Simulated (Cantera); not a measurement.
An isothermal, constant-pressure homogeneous reactor starts with CH4 : H2 = 1 : 1.1 (molar parts), at 1875 K and 0.0200 bar. Integrator tolerance rtol = 1e-08.

Computed with Cantera and GRI-Mech 3.0 (53 species, 325 reactions). GRI-Mech 3.0 stops at C3 and has no aromatics, soot or wall deposition, so with more carbon than oxygen in the feed, carbon stays in small species such as C2H2 where larger ones or solid carbon would form. Radical loss at walls, strong at low pressure, is not modelled.

Problem. What does this change do: pressure from 0.0200 bar to 0.000630 bar?

Solution. 
```tsv
quantity	before	after
x(CH4) at 10.0 s	0.000207 (gas-phase equilibrium 0.000207)	0.000570 (gas-phase equilibrium 6.28e-6)
x(H2) at 10.0 s	0.835 (gas-phase equilibrium 0.835)	0.828 (gas-phase equilibrium 0.817)
x(H) at 10.0 s	0.00427 (gas-phase equilibrium 0.00427)	0.0106 (gas-phase equilibrium 0.0238)
x(CH2) at 10.0 s	1.29e-7 (gas-phase equilibrium 1.29e-7)	2.16e-6 (gas-phase equilibrium 1.27e-7)
x(C2H6) at 10.0 s	5.63e-10 (gas-phase equilibrium 5.62e-10)	2.41e-9 (gas-phase equilibrium <1e-12)
x(C2H4) at 10.0 s	3.79e-5 (gas-phase equilibrium 3.79e-5)	2.84e-6 (gas-phase equilibrium 1.16e-6)
```
